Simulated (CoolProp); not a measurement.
A simple Rankine cycle with cyclopentane: condensing at 297.15 K, boiler at 0.24 MPa, turbine inlet 391.3 K, turbine efficiency 0.85, pump efficiency 0.8, no recuperator. Each further row changes one setting.

Computed with CoolProp (reference Helmholtz-energy equation of state, Gedanitz 2015).

| case | thermal efficiency (%) | net work (kJ/kg) | heat in (kJ/kg) | turbine exit temperature (K) | volume ratio over the turbine |
|---|---|---|---|---|---|
| as stated | 11.8 | 63.3 | 536 | 346.6 | 5.41 |
| turbine inlet 411.3 K | 11.8 | … | 570 | … | 5.43 |
| condensing temperature 289.15 K | 13.5 | 74.2 | … | 338.6 | 7.35 |
| boiler pressure 0.168 MPa | … | 51.7 | … | … | 3.84 |
| turbine efficiency 0.75 | 10.4 | 55.8 | 536 | 351.7 | 5.49 |

Problem. Fill in the missing entries.

Solution. 
- turbine inlet 411.3 K, net work (kJ/kg): 67.1
- turbine inlet 411.3 K, turbine exit temperature (K): 367.3
- condensing temperature 289.15 K, heat in (kJ/kg): 550
- boiler pressure 0.168 MPa, thermal efficiency (%): 9.6
- boiler pressure 0.168 MPa, heat in (kJ/kg): 538
- boiler pressure 0.168 MPa, turbine exit temperature (K): 356.0
